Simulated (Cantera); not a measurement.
Input (Python, Cantera):

```python
import numpy as np
import cantera as ct

gas = ct.Solution("gri30.yaml")
gas.TPX = 1175, 1000000, {'CO': 2.9, 'H2': 0.81, 'O2': 0.411, 'N2': 1.55, 'H2O': 0.76}
reactor = ct.IdealGasConstPressureReactor(gas, energy="on", clone=False)
net = ct.ReactorNet([reactor])
net.rtol, net.atol = 1e-08, 1e-16
show = ['CO', 'H2', 'O2', 'H2O2', 'O', 'H', 'OH']
times = np.geomspace(2e-06, 9, 11)

steps = ct.SolutionArray(gas, extra=["t"])
rows = []
print(f"{'t/s':>10s}{'T/K':>9s}{'P/Pa':>11s}" + "".join(f"{s:>11s}" for s in show))
for t in times:
    while net.time < t:
        t_next = net.step()
        steps.append(gas.state, t=t_next)
    rows.append([np.interp(t, steps.t, y) for y in (steps.T, steps.P, *steps(*show).X.T)])
    print(f"{t:10.3e}{rows[-1][0]:9.1f}{rows[-1][1]:11.4g}" + "".join(f"{x:11.3e}" for x in rows[-1][2:]))
rate = np.gradient(steps.T, steps.t)
print("integrator steps:", len(steps.t))
if steps.T.max() > steps.T[0] + 200:
    print(f"time of steepest temperature rise: {steps.t[rate.argmax()]:.4e} s")
gas.TPX = 1175, 1000000, {'CO': 2.9, 'H2': 0.81, 'O2': 0.411, 'N2': 1.55, 'H2O': 0.76}
gas.equilibrate("HP")
print(f"equilibrium (HP): T = {gas.T:.1f} K  " + "  ".join(f"{s} {gas[s].X[0]:.3e}" for s in show))
```

It prints:

```
       t/s      T/K       P/Pa         CO         H2         O2       H2O2          O          H         OH
 2.000e-06   1175.0      1e+06  4.509e-01  1.260e-01  6.391e-02  2.880e-10  2.205e-09  6.212e-09  9.454e-10
 9.254e-06   1175.0      1e+06  4.509e-01  1.260e-01  6.391e-02  9.424e-09  4.814e-09  2.447e-08  4.492e-09
 4.282e-05   1175.9      1e+06  4.509e-01  1.259e-01  6.384e-02  1.119e-06  1.198e-07  8.281e-07  1.631e-07
 1.981e-04   2117.8      1e+06  3.730e-01  1.062e-01  3.775e-07  1.318e-09  5.187e-07  6.619e-04  1.175e-04
 9.169e-04   2119.7      1e+06  3.733e-01  1.062e-01  9.816e-08  4.130e-10  1.587e-07  3.651e-04  6.512e-05
 4.243e-03   2119.7      1e+06  3.733e-01  1.062e-01  9.815e-08  4.130e-10  1.587e-07  3.651e-04  6.512e-05
 1.963e-02   2119.7      1e+06  3.733e-01  1.062e-01  9.814e-08  4.130e-10  1.587e-07  3.651e-04  6.512e-05
 9.084e-02   2119.7      1e+06  3.733e-01  1.062e-01  9.813e-08  4.129e-10  1.587e-07  3.650e-04  6.511e-05
 4.203e-01   2119.7      1e+06  3.733e-01  1.062e-01  9.812e-08  4.129e-10  1.587e-07  3.650e-04  6.511e-05
 1.945e+00   2119.7      1e+06  3.733e-01  1.062e-01  9.812e-08  4.129e-10  1.587e-07  3.650e-04  6.511e-05
 9.000e+00   2119.7      1e+06  3.733e-01  1.062e-01  9.812e-08  4.129e-10  1.587e-07  3.650e-04  6.511e-05
integrator steps: 1576
time of steepest temperature rise: 1.1793e-04 s
equilibrium (HP): T = 2119.7 K  CO 3.733e-01  H2 1.062e-01  O2 9.812e-08  H2O2 4.129e-10  O 1.587e-07  H 3.650e-04  OH 6.511e-05
```

Detailed kinetics in Cantera: GRI-Mech 3.0 (53 species, 325 reactions). The hydrogen kinetics of GRI-Mech 3.0 are dated; newer H2 mechanisms differ, most at raised pressure.
